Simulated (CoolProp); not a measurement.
Carbon monoxide at 298.15 K and 3.79 MPa is throttled through a valve to 2.05 MPa with no heat exchange. Each further row changes one setting.

The numbers come from the reference Helmholtz-energy equation of state, Lemmon 2006 in CoolProp. It is a short technical equation, of lower accuracy than the large ones.

```csv
case,temperature change (K),final density (kg/m³)
as stated,___,___
outlet pressure 0.615 MPa,___,___
outlet pressure 2.67 MPa,___,30.7
```

**Question.** Fill in the missing entries.

**Answer.** 
- as stated, temperature change (K): -4.0
- as stated, final density (kg/m³): 23.6
- outlet pressure 0.615 MPa, temperature change (K): -7.6
- outlet pressure 0.615 MPa, final density (kg/m³): 7.15
- outlet pressure 2.67 MPa, temperature change (K): -2.5
